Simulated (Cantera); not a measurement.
## Hydrocarbon pyrolysis for carbon deposition

An isothermal, constant-pressure homogeneous reactor starts with 2.38 % CH4, 97.6 % N2, at 1625 K and 90.0 Torr.

Detailed kinetics in Cantera: GRI-Mech 3.0 (53 species, 325 reactions). GRI-Mech 3.0 stops at C3 and has no aromatics, soot or wall deposition, so with more carbon than oxygen in the feed, carbon stays in small species such as C2H2 where larger ones or solid carbon would form.

| t (s) | x CH4 | x C2H6 | x CH2 | x C2H | x C2H2 | x H | x HCN |
|---|---|---|---|---|---|---|---|
| 5.00e-5 | 0.0238 | 3.34e-12 | 2.75e-12 | <1e-12 | <1e-12 | 1.13e-7 | <1e-12 |
| 0.000119 | 0.0238 | 5.46e-11 | 1.57e-11 | <1e-12 | <1e-12 | 1.15e-7 | <1e-12 |
| 0.000284 | 0.0238 | 7.74e-10 | 7.36e-11 | <1e-12 | 1.53e-12 | 1.16e-7 | <1e-12 |
| 0.000677 | 0.0238 | 9.76e-9 | 3.46e-10 | <1e-12 | 5.52e-11 | 1.17e-7 | <1e-12 |
| 0.00161 | 0.0238 | 1.06e-7 | 1.72e-9 | <1e-12 | 1.88e-9 | 1.26e-7 | <1e-12 |
| 0.00384 | 0.0237 | 9.02e-7 | 8.55e-9 | <1e-12 | 6.28e-8 | 1.75e-7 | 4.32e-12 |
| 0.00916 | 0.0236 | 5.74e-6 | 3.92e-8 | 2.05e-11 | 2.08e-6 | 4.42e-7 | 5.20e-11 |
| 0.0218 | 0.0227 | 2.45e-5 | 1.41e-7 | 4.83e-10 | 6.57e-5 | 1.91e-6 | 1.36e-9 |
| 0.0520 | 0.0188 | 3.40e-5 | 2.36e-7 | 5.98e-9 | 0.00123 | 7.60e-6 | 3.03e-8 |
| 0.124 | 0.0128 | 1.33e-5 | 1.57e-7 | 1.73e-8 | 0.00482 | 1.45e-5 | 1.69e-7 |
| 0.296 | 0.00740 | 4.33e-6 | 9.94e-8 | 2.70e-8 | 0.00783 | 2.14e-5 | 4.87e-7 |
| 0.704 | 0.00344 | 1.04e-6 | 5.63e-8 | 3.60e-8 | 0.00989 | 2.82e-5 | 1.07e-6 |
| 1.68 | 0.00136 | 1.83e-7 | 2.67e-8 | 4.28e-8 | 0.0109 | 3.35e-5 | 1.89e-6 |
| 4.00 | 0.000511 | 2.79e-8 | 1.12e-8 | 4.65e-8 | 0.0114 | 3.64e-5 | 2.77e-6 |
x: mole fraction; the columns are a selection and need not sum to one.

Equilibrium at this temperature and pressure: CH4 7.30e-6, C2H6 8.16e-12, CH2 1.71e-10, C2H 6.16e-9, C2H2 0.00146, H 3.83e-5, HCN 0.0203 (gas phase only).
